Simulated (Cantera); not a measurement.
Charge: 1 mol CaF2, 0.18 mol H2, 0.98 mol O2, at 1327 °C and 0.0113 Torr.

Method: chemical equilibrium by Gibbs-energy minimisation in Cantera with the NASA 1993 tables (ideal gas, pure condensed phases). Candidate condensed phases: Ca, CaF2, CaO, Ca(OH)2, H2O; 29 gas species. Kinetics and transport are ignored.

Base state: O2 0.428, CaF2 0.397, HF 0.171, O 0.00245, H2O 0.00132, OH 0.000390, F 6.96e-5, H 2.61e-5 (mole fractions); condensed: CaO(s).

What changes in the equilibrium state with this change: temperature from 1327 °C to 1577 °C?


```tsv
species	before	after
O2	0.428	0.406
CaF2	0.397	0.394
HF	0.171	0.156
O	0.00245	0.0317
Ca	5.86e-9	1.87e-5
CaF	2.31e-5	0.00175
H	2.61e-5	0.00168
H2	3.46e-6	0.000146
OH	0.000390	0.00361
CaO(s), mol	0.177	0.164
```

What changes in the equilibrium state with this change: pressure from 0.0113 Torr to 1.00 Torr?


| species | before | after |
|---|---|---|
| O2 | 0.428 | 0.742 |
| HF | 0.171 | 0.190 |
| H2O | 0.00132 | 0.0549 |
| CaF2 | 0.397 | 0.0118 |
| CaF | 2.31e-5 | 1.20e-7 |
| F | 6.96e-5 | 4.49e-6 |
| O | 0.00245 | 0.000342 |
| CaO(s), mol | 0.177 | 0.114 |
| CaF2(s), mol | 0 | 0.872 |
Mutual solubility and eutectic melting of coexisting phases are not modelled.

What changes in the equilibrium state with this change: pressure from 0.0113 Torr to 750 Torr?


```
species        before    after
------------  -------  -------
O2              0.428    0.827
H2O           0.00132    0.161
HF              0.171   0.0119
CaF2            0.397  1.58e-5
CaF           2.31e-5    <1e-9
F             6.96e-5  3.22e-8
H             2.61e-5  5.89e-8
CaO(s), mol     0.177  0.00639
CaF2(s), mol        0    0.994
```
Mutual solubility and eutectic melting of coexisting phases are not modelled.
